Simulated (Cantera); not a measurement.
Source: NASA polynomial tables (part measured, part estimated), evaluated in Cantera. Values are per mole of reaction as written; species without (g) are pure solids or liquids, kept so even where they would boil at 1 bar. ZrN: taken at fixed stoichiometry.

**Question.** Between 300 and 2323 K, where is each reaction favourable under standard conditions?
- ZrO2(g) + NO2(g) + 4 H2(g) → ZrN + 4 H2O(g)

**Answer.** 
- ZrO2(g) + NO2(g) + 4 H2(g) → ZrN + 4 H2O(g): ΔG° is -1008 kJ at 300 K and -470 kJ at 2323 K; it stays negative (K > 1). ΔH° is -1087 kJ and ΔS° -266 J/K at 2323 K.
